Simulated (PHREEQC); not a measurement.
A solution holds 0.22 mol/kgw Cu(NO3)2 and 0.0024 mol/kgw H2SO4, at 90 °C. Closed to the air; pH follows from the charge balance.

Model: ion-association model, wateq4f.dat, run in PHREEQC.

```
quantity                    before     after
------------------------  --------  --------
pH                            2.49      3.17
ionic strength (mol/kgw)     0.661     0.674
SO4-2 (mol/kgw)           0.000795   0.00245
HSO4- (mol/kgw)           0.000337  0.000213
```

**Question.** Name the change that produced these shifts.
A. Cu(NO3)2 left out
B. temperature from 90 to 5 °C
C. diluted 10-fold with water
D. H2SO4 replaced by Al2(SO4)3 at the same molality

**Answer.** D, H2SO4 replaced by Al2(SO4)3 at the same molality

Precipitation was switched off in this run. Some of these states are supersaturated (in Boehmite (slow to form), Gibbsite (slow to form), for instance). Away from 25 °C the constants follow the database's enthalpies or fits; those with neither stay at their 25 °C values.
